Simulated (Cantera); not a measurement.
An isothermal, constant-pressure homogeneous reactor starts with NO : N₂ = 1 : 6.9 (molar parts), at 1975 K and 1280 Torr. Integrator tolerance rtol = 1e-08.

Cantera simulation using GRI-Mech 3.0 (53 species, 325 reactions); the numbers are that mechanism's predictions, not measurements.

### Question
What does this change do: N2 6.9 to 13 parts?

### Answer
| quantity | before | after |
|---|---|---|
| x(NO) at 5.00 s | 0.0133 (gas-phase equilibrium 0.00421) | 0.0132 (gas-phase equilibrium 0.00319) |
| x(O₂) at 5.00 s | 0.0566 (gas-phase equilibrium 0.0611) | 0.0290 (gas-phase equilibrium 0.0341) |
| x(N₂) at 5.00 s | 0.930 (gas-phase equilibrium 0.935) | 0.958 (gas-phase equilibrium 0.963) |
| x(NO₂) at 5.00 s | 1.62e-5 (gas-phase equilibrium 5.33e-6) | 1.16e-5 (gas-phase equilibrium 3.01e-6) |
| x(N₂O) at 5.00 s | 3.99e-7 (gas-phase equilibrium 3.37e-7) | 3.18e-7 (gas-phase equilibrium 2.59e-7) |

### Question
What does this change do: temperature 1975 to 1875 K?

### Answer
| quantity | before | after |
|---|---|---|
| x(NO) at 5.00 s | 0.0133 (gas-phase equilibrium 0.00421) | 0.0487 (gas-phase equilibrium 0.00315) |
| x(O₂) at 5.00 s | 0.0566 (gas-phase equilibrium 0.0611) | 0.0388 (gas-phase equilibrium 0.0617) |
| x(N₂) at 5.00 s | 0.930 (gas-phase equilibrium 0.935) | 0.912 (gas-phase equilibrium 0.935) |
| x(NO₂) at 5.00 s | 1.62e-5 (gas-phase equilibrium 5.33e-6) | 5.93e-5 (gas-phase equilibrium 4.79e-6) |
| x(N₂O) at 5.00 s | 3.99e-7 (gas-phase equilibrium 3.37e-7) | 1.26e-6 (gas-phase equilibrium 2.54e-7) |
